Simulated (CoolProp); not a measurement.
Saturated liquid density (kg/m³) of methanol: the reference equation beside estimates from Tc = 513.4 K, pc = 82.16 bar, ω = 0.565. Rackett uses Z = 0.29056 − 0.08775 ω.

Values from CoolProp's reference Helmholtz-energy equation of state, de Reuck 1993.

```csv
T (K),reference,Rackett,van der Waals,Soave-Redlich-Kwong,Peng-Robinson
377.3,706.2,677.7,340.9,537.3,607.9
380.8,702.2,672.8,338.7,533.5,603.6
384.3,698.1,667.8,336.4,529.5,599.3
387.7,694.0,663.0,334.1,525.6,595.0
391.2,689.7,657.9,331.8,521.5,590.4
394.7,685.4,652.8,329.4,517.2,585.8
398.2,680.9,647.6,326.9,512.9,581.0
401.7,676.4,642.4,324.4,508.5,576.1
405.1,671.9,637.2,322.0,504.0,571.1
408.6,667.1,631.8,319.4,499.3,565.9
412.1,662.3,626.3,316.8,494.6,560.6
```

Absolute difference from the reference over all 11 rows, mean and median: Rackett 4.7 and 4.8 %, van der Waals 51.9 and 51.9 %, Soave-Redlich-Kwong 24.6 and 24.5 %, Peng-Robinson 14.6 and 14.5 %.
